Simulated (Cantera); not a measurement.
Gas mixture: CO2 : CO : C2H4 : C3H8 = 0.93 : 0.35 : 0.072 : 0.6 (molar parts), at 10.0 bar, frozen composition.

Cantera's kinetic-theory transport with the Lennard-Jones parameters of GRI-Mech 3.0, ideal gas; thermal conductivity in the mixture-averaged form. The composition is frozen, though it would react at the higher temperatures.

D: mixture-averaged diffusion coefficient of that species in the mixture.

```json
[
 {"T (K)": "400", "ρ (kg/m³)": "12.2", "cp (J/kg/K)": "(withheld)", "μ (µPa s)": "16.2", "λ (mW/m/K)": "28.3", "Pr": "0.787", "D (cm²/s) CH4": "0.0276", "D (cm²/s) H2": "0.100", "D (cm²/s) N2": "0.0251"},
 {"T (K)": "650", "ρ (kg/m³)": "7.51", "cp (J/kg/K)": "(withheld)", "μ (µPa s)": "24.2", "λ (mW/m/K)": "52.2", "Pr": "0.836", "D (cm²/s) CH4": "0.0655", "D (cm²/s) H2": "0.229", "D (cm²/s) N2": "0.0587"},
 {"T (K)": "900", "ρ (kg/m³)": "5.42", "cp (J/kg/K)": "(withheld)", "μ (µPa s)": "30.9", "λ (mW/m/K)": "75.0", "Pr": "0.865", "D (cm²/s) CH4": "0.115", "D (cm²/s) H2": "0.395", "D (cm²/s) N2": "0.102"},
 {"T (K)": "1150", "ρ (kg/m³)": "4.24", "cp (J/kg/K)": "2298", "μ (µPa s)": "36.8", "λ (mW/m/K)": "96.1", "Pr": "0.879", "D (cm²/s) CH4": "0.174", "D (cm²/s) H2": "0.593", "D (cm²/s) N2": "0.155"},
 {"T (K)": "1400", "ρ (kg/m³)": "3.49", "cp (J/kg/K)": "2441", "μ (µPa s)": "42.1", "λ (mW/m/K)": "116", "Pr": "0.889", "D (cm²/s) CH4": "0.242", "D (cm²/s) H2": "0.823", "D (cm²/s) N2": "0.215"},
 {"T (K)": "1650", "ρ (kg/m³)": "2.96", "cp (J/kg/K)": "2551", "μ (µPa s)": "47.0", "λ (mW/m/K)": "134", "Pr": "0.897", "D (cm²/s) CH4": "0.319", "D (cm²/s) H2": "1.08", "D (cm²/s) N2": "0.283"},
 {"T (K)": "1900", "ρ (kg/m³)": "2.57", "cp (J/kg/K)": "2634", "μ (µPa s)": "51.6", "λ (mW/m/K)": "151", "Pr": "0.902", "D (cm²/s) CH4": "0.403", "D (cm²/s) H2": "1.36", "D (cm²/s) N2": "0.357"},
 {"T (K)": "2150", "ρ (kg/m³)": "2.27", "cp (J/kg/K)": "2696", "μ (µPa s)": "56.0", "λ (mW/m/K)": "167", "Pr": "0.906", "D (cm²/s) CH4": "0.495", "D (cm²/s) H2": "1.67", "D (cm²/s) N2": "0.439"}
]
```

Some entries are withheld; supply them.


- 400, cp (J/kg/K): 1375
- 650, cp (J/kg/K): 1804
- 900, cp (J/kg/K): 2099
